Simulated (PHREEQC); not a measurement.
Dissolve 0.28 mol/kgw ZnSO4, 0.13 mol/kgw CuCl2, 0.085 mol/kgw HCl and 0.17 mol/kgw Na2SO4 at 25 °C. Closed to the air; pH follows from the charge balance.

Computed with PHREEQC (ion-association model, phreeqc.dat).

Problem. The ionic strength comes out as 1.17 mol/kgw. What activity coefficients do Zn+2, Cu+2, Zn(SO4)2-2, ZnCl+, HSO4- get?

Solution. Zn+2 0.16, Cu+2 0.20, Zn(SO4)2-2 0.45, ZnCl+ 0.59, HSO4- 0.82.

No solid was allowed to form. Caution: at this ionic strength the ion-association model is outside its range; a Pitzer model would be the better tool where its parameters exist.
